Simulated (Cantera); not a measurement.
Cantera with NASA thermochemical tables; ideal gases at 1 bar, condensed phases pure. Values are per mole of reaction as written; species without (g) are pure solids or liquids, kept so even where they would boil at 1 bar.

Question: Between 300 and 2950 K, where is each reaction favourable under standard conditions?
- Cr + 3 H2O(g) ⇌ 6 H(g) + CrO3(g)

Answer: 
- Cr + 3 H2O(g) ⇌ 6 H(g) + CrO3(g): ΔG° is 1631 kJ at 300 K and 475 kJ at 2950 K; it stays positive (K < 1). ΔH° is 1786 kJ and ΔS° 444 J/K at 2950 K.
